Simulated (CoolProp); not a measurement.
Properties of chlorine along the isotherm 381.2 K (Tc = 416.9 K, pc = 76.42 bar, ω = 0.070).

Computed with CoolProp (reference Helmholtz-energy equation of state, Thol 2021).

```csv
p (bar),phase,expansivity (1/kK),fugacity coefficient
15.4,gas,3.593,0.9150
30.8,gas,___,0.8299
46.2,liquid,___,0.7249
61.5,liquid,5.145,0.5621
76.9,liquid,4.533,0.4638
92.3,liquid,4.103,0.3985
108,liquid,3.775,0.3513
123,liquid,3.529,___
138,liquid,3.326,0.2914
154,liquid,3.147,0.2693
169,liquid,3.003,___
185,liquid,2.871,___
200,liquid,2.762,___
```

Q: Fill in the missing entries.

A: 
- 30.8, expansivity (1/kK): 5.654
- 46.2, expansivity (1/kK): 6.118
- 123, fugacity coefficient: 0.3176
- 169, fugacity coefficient: 0.2525
- 185, fugacity coefficient: 0.2377
- 200, fugacity coefficient: 0.2261
